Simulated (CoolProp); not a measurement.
Saturation properties of acetone (Tc = 235.0 °C, pc = 46.92 bar, ω = 0.307).

The numbers come from the reference Helmholtz-energy equation of state, Lemmon 2006 in CoolProp. It is a short technical equation, of lower accuracy than the large ones.

```
T (°C)  p (bar)  liquid density (kg/m³)  vapour density (kg/m³)  enthalpy of vaporisation (kJ/kg)  liquid cp (kJ/(kg K))
------  -------  ----------------------  ----------------------  --------------------------------  ---------------------
-4.95   0.07113              (withheld)                  0.1872                             563.6             (withheld)
5.25     0.1221                   806.4                  0.3108                             553.8                  2.099
15.45    0.2003                   795.2                  0.4946                             543.8                  2.121
25.65    0.3160                   783.9              (withheld)                             533.5                  2.145
35.85    0.4812                   772.4                   1.125                             523.1                  2.171
46.05    0.7102                   760.7                   1.622                             512.3                  2.199
56.15     1.016              (withheld)              (withheld)                             501.3                  2.230
66.35     1.422                   736.6                   3.126                             489.9                  2.262
76.55     1.947                   724.1                   4.213                             478.0                  2.298
86.75     2.612                   711.2                   5.582                             465.6                  2.336
96.95     3.440                   697.9                   7.284                             452.7             (withheld)
```

**Question.** Some entries are withheld; supply them.

**Answer.** 
- -4.95, liquid density (kg/m³): 817.5
- -4.95, liquid cp (kJ/(kg K)): 2.079
- 25.65, vapour density (kg/m³): 0.7583
- 56.15, liquid density (kg/m³): 748.9
- 56.15, vapour density (kg/m³): 2.273
- 96.95, liquid cp (kJ/(kg K)): 2.377

It boils at 56.1 °C under 1 atm.
